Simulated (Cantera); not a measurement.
A perfectly stirred reactor is fed with 6.65 % CH₄, 19.5 % O₂, 73.8 % N₂, at 5850 Torr; it is adiabatic with a 450 K inlet, and is followed from long to short residence time, starting on the burning branch (τ in s: 0.26, 0.11, 0.043, 0.018, 0.0071, 0.0029, 0.0012, 0.00047, 0.00019, 7.7e-05, 3.1e-05).

Computed with Cantera and GRI-Mech 3.0 (53 species, 325 reactions).

Task: Predict: blow-out, bracketed by the residence times tried; x(CH₄) at τ = 0.260 s; x(O₂) at τ = 0.260 s; x(CO) at τ = 0.260 s; x(CH₃) at τ = 0.260 s; x(CH₄) at τ = 2.90 ms; x(O₂) at τ = 2.90 ms; x(CH₂CO) at τ = 2.90 ms; x(CO) at τ = 2.90 ms; x(CH₃) at τ = 2.90 ms.

Result: 
```
Quantity                                                                       Result
------------------------------------------------  -----------------------------------
blow-out, bracketed by the residence times tried  burning at 0.190 ms, out at 77.0 µs
x(CH₄) at τ = 0.260 s                                                         1.10e-6
x(O₂) at τ = 0.260 s                                                           0.0622
x(CO) at τ = 0.260 s                                                          8.22e-5
x(CH₃) at τ = 0.260 s                                                         2.88e-7
x(CH₄) at τ = 2.90 ms                                                         4.69e-5
x(O₂) at τ = 2.90 ms                                                           0.0628
x(CH₂CO) at τ = 2.90 ms                                                       2.98e-8
x(CO) at τ = 2.90 ms                                                         0.000993
x(CH₃) at τ = 2.90 ms                                                         1.25e-5
```
